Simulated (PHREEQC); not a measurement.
0.022 g of hydrous ferric oxide (600 m²/g; 0.2 weak and 0.005 strong sites per Fe, Dzombak-Morel constants, diffuse double layer) in 1 kg of water with 0.005 mol/kgw of an inert sodium salt and 0.1 mmol/kgw Ag2SO4, at 25 °C; the pH is set by adding NaOH or the inert anion's acid. Oxygen alone is held at its pressure in air (log pO2 = -0.68). CO2 from the air is kept out. Precipitation was switched off in this run.

Computed with PHREEQC (ion-association model, wateq4f.dat).

| pH | S sorbed (%) | Ag sorbed (%) | surface charge σ (C/m²) | surface potential ψ (mV) |
|---|---|---|---|---|
| 3 | 22.5 | 0.0 | 0.039 | 110 |
| 3.5 | 22.4 | 0.0 | 0.036 | 109 |
| 4 | 21.8 | 0.0 | 0.035 | 108 |
| 4.5 | 20.1 | 0.0 | 0.032 | 105 |
| 5 | 17.1 | 0.0 | 0.029 | 100 |
| 5.5 | 12.9 | 0.2 | 0.025 | 92 |
| 6 | 8.3 | 0.4 | 0.021 | 83 |
| 6.5 | 4.2 | 0.6 | 0.016 | 72 |
| 7 | 1.4 | 0.8 | 0.011 | 56 |
| 7.5 | 0.2 | 1.1 | 0.006 | 33 |
| 8 | 0.0 | 2.2 | 0.001 | 6 |
| 8.5 | 0.0 | 5.0 | -0.004 | -22 |
| 9 | 0.0 | 10.2 | -0.009 | -48 |
| 9.5 | 0.0 | 16.6 | -0.015 | -69 |
| 10 | 0.0 | 20.9 | -0.020 | -80 |
| 10.5 | 0.0 | 22.8 | -0.021 | -83 |
| 11 | 0.0 | 23.4 | -0.023 | -84 |

Along this series the solution becomes supersaturated in solids that the run did not let form, among them Ag2O. Species that the database lacks are ignored. The oxide is taken as insoluble; below pH 4 it would dissolve.
